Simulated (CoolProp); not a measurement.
Vapour-liquid equilibrium of benzene (1) + n-nonane (2) at 26.25 °C; x and y are mole fractions of (1).

Values from CoolProp's multi-fluid Helmholtz-energy mixture model, Thol 2012 and Lemmon 2006; pair parameters Bell 2016.

```
x     bubble pressure (kPa)  y at the bubble point  dew pressure at overall composition x (kPa)  liquid density (mol/L)
----  ---------------------  ---------------------  -------------------------------------------  ----------------------
0.05                  2.064                  0.710                                       0.6603                   5.709
0.2                   5.225                  0.900                                       0.7813                   6.206
0.35                  7.256                  0.937                                       0.9563                   6.790
0.5                   8.719                  0.955                                        1.232                   7.483
0.65                  9.990                  0.968                                        1.731                   8.322
0.8                   11.32                  0.980                                        2.904                   9.355
0.95                  12.86                  0.995                                        8.313                   10.65
```

No azeotrope shows between x = 0.05 and 0.95.

The pair parameters rest on a limited set of measurements; away from them the model extrapolates. With so large a gap from Raoult's law the liquid may split in two, which this calculation doesn't test in full.
